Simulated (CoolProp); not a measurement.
Saturation properties of fluorine (Tc = -128.7 °C, pc = 5.240 MPa, ω = 0.045).

Model: reference Helmholtz-energy equation of state, de Reuck 1990, in CoolProp.

| T (°C) | p (MPa) | vapour density (kg/m³) | enthalpy of vaporisation (kJ/kg) | liquid cp (kJ/(kg K)) |
|---|---|---|---|---|
| -168.75 | 0.6007 | 29.68 | 152.8 | 1.620 |
| -166.35 | 0.7143 | 35.04 | 149.5 | 1.643 |
| -163.95 | 0.8428 | 41.13 | 146.0 | 1.669 |
| -161.55 | 0.9872 | 48.03 | 142.4 | 1.700 |
| -159.05 | 1.156 | 56.19 | 138.3 | 1.737 |
| -156.65 | ? | 65.07 | 134.2 | 1.779 |
| -154.25 | 1.536 | 75.12 | 129.8 | 1.830 |
| -151.85 | ? | 86.53 | 125.1 | 1.893 |
| -149.35 | 2.009 | 100.1 | 119.8 | 1.974 |
| -146.95 | 2.275 | 115.1 | 114.3 | 2.075 |
| -144.55 | 2.566 | 132.3 | 108.2 | 2.207 |
| -142.15 | 2.883 | 152.5 | 101.4 | ? |

Question: Complete the blanks.

Answer: 
- -156.65, p (MPa): 1.336
- -151.85, p (MPa): 1.756
- -142.15, liquid cp (kJ/(kg K)): 2.387

It boils at -188.1 °C under 1 atm.
